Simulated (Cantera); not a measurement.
**Adiabatic ignition**

An adiabatic, constant-volume homogeneous reactor starts with 5.81 % CO, 5.52 % H2, 6.79 % O2, 81.9 % N2, at 1625 K and 140000 Pa.

Computed with Cantera and GRI-Mech 3.0 (53 species, 325 reactions).

```
t (s)     T (K)  P (bar)    x CO     x H2    x O2     x N2O      x O
--------  -----  -------  ------  -------  ------  --------  -------
6.00e-6    1625     1.40  0.0581   0.0551  0.0679  2.09e-11  3.35e-6
1.98e-5    1672     1.44  0.0533   0.0124  0.0423   7.97e-8   0.0111
6.52e-5    2005     1.69  0.0294  0.00739  0.0259   2.22e-7   0.0118
0.000215   2306     1.91  0.0212  0.00438  0.0213   3.46e-7  0.00469
0.000709   2471     2.03  0.0125  0.00219  0.0170   4.72e-7  0.00171
0.00234    2499     2.05  0.0105  0.00179  0.0156   4.84e-7  0.00127
0.00770    2494     2.04  0.0105  0.00180  0.0147   4.86e-7  0.00120
0.0254     2489     2.04  0.0105  0.00182  0.0137   4.95e-7  0.00113
0.0837     2488     2.04  0.0105  0.00182  0.0136   4.97e-7  0.00112
0.276      2488     2.04  0.0105  0.00182  0.0136   4.97e-7  0.00112
0.910      2488     2.04  0.0105  0.00182  0.0136   4.97e-7  0.00112
3.00       2488     2.04  0.0105  0.00182  0.0136   4.97e-7  0.00112
```
x: mole fraction; the columns are a selection and need not sum to one.

| Item | Result |
|---|---|
| time of steepest temperature rise | 19.6 µs |
| temperature at 3.00 s | 2488 K |
| equilibrium temperature | 2488 K |
| x(CO) at 3.00 s | 0.0105 (gas-phase equilibrium 0.0105) |
| x(H2) at 3.00 s | 0.00182 (gas-phase equilibrium 0.00182) |
| x(O2) at 3.00 s | 0.0136 (gas-phase equilibrium 0.0136) |
